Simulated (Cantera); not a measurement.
# Thermodynamics of silicon epitaxy and polysilicon growth, feed SiCl4 + HCl + H2

Charge: 1 mol SiCl4, 2.6 mol HCl, 380 mol H2, at 973.15 K and 1.30 mbar.

Equilibrium computed with Cantera from the NASA thermochemical tables; the gas is ideal and each condensed phase is pure. Candidate condensed phases: Si; 19 gas species. The tables' values for SiCl3 are old estimates; treat these amounts as uncertain. Equilibrium is a limit: real reactors are often held back by kinetics, nucleation or transport.

The x(H2) comes out as 0.985 and the x(HCl) comes out as 0.0135. The x(SiCl4) is 0.000535, the x(SiCl2) is 0.000299 and the x(SiHCl3) comes out as 0.000219. The x(SiCl3) is 7.47e-5 and the x(SiH2Cl2) comes out as 9.38e-6. The n(Si(s)) is 0.563 mol and the gas amount comes out as 384.3 mol.
